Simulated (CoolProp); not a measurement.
A single-stage vapour-compression cycle with the fluid: evaporating at 255.15 K (dew point), condensing at 275.15 K (bubble point), superheat 0 K, subcooling 8 K, compressor efficiency 0.8, no pressure losses. The same conditions are run with several fluids, on thermodynamics alone (safety and materials aside).

Model: reference Helmholtz-energy equation of state of each fluid (propylene: Lemmon 2013; R227EA: Lemmon 2016; propane: Lemmon 2009; R1132(E): Akasaka 2024; R22: Kamei 1995; chloromethane (R40): Thol 2014), in CoolProp.

```json
[
 {"fluid": "propylene", "cooling COP": "9.84", "pressure ratio": "___", "discharge temperature (K)": "286.3", "refrigerating effect (kJ/kg)": "375", "volumetric capacity (kJ/m³)": "2650"},
 {"fluid": "R227EA", "cooling COP": "___", "pressure ratio": "2.23", "discharge temperature (K)": "275.2", "refrigerating effect (kJ/kg)": "119", "volumetric capacity (kJ/m³)": "946"},
 {"fluid": "propane", "cooling COP": "9.88", "pressure ratio": "___", "discharge temperature (K)": "___", "refrigerating effect (kJ/kg)": "___", "volumetric capacity (kJ/m³)": "2170"},
 {"fluid": "R1132(E)", "cooling COP": "9.76", "pressure ratio": "1.94", "discharge temperature (K)": "289.5", "refrigerating effect (kJ/kg)": "___", "volumetric capacity (kJ/m³)": "___"},
 {"fluid": "R22", "cooling COP": "9.84", "pressure ratio": "2.01", "discharge temperature (K)": "292.7", "refrigerating effect (kJ/kg)": "205", "volumetric capacity (kJ/m³)": "2380"},
 {"fluid": "chloromethane (R40)", "cooling COP": "9.78", "pressure ratio": "2.13", "discharge temperature (K)": "308.7", "refrigerating effect (kJ/kg)": "403", "volumetric capacity (kJ/m³)": "1310"}
]
```

Problem. Complete the blanks.

Solution. 
- propylene, pressure ratio: 1.89
- R227EA, cooling COP: 9.92
- propane, pressure ratio: 1.92
- propane, discharge temperature (K): 283.5
- propane, refrigerating effect (kJ/kg): 369
- R1132(E), refrigerating effect (kJ/kg): 252
- R1132(E), volumetric capacity (kJ/m³): 3760

The compression ends wet for: R227EA.
